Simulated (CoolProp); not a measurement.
Vapour-liquid equilibrium of methanol (1) + hexamethyldisiloxane (MM) (2) at 0.0849 MPa; x and y are mole fractions of (1).

Computed with CoolProp (multi-fluid Helmholtz-energy mixture model, de Reuck 1993 and Thol 2016; pair parameters Bell 2016).

```csv
x,bubble temperature (°C),y at the bubble point,dew temperature at overall composition x (°C),liquid density (mol/L)
0.05,85.8,0.259,93.0,4.473
0.2,70.3,0.612,87.9,5.363
0.35,63.8,0.730,82.3,6.472
0.5,61.3,0.776,75.9,7.984
0.65,60.3,0.802,68.3,10.21
0.8,59.7,0.838,60.4,13.77
0.95,59.7,0.941,59.8,20.14
```

y crosses x between x = 0.8 and 0.95: the model has an azeotrope there.

The pair parameters rest on a limited set of measurements; away from them the model extrapolates.
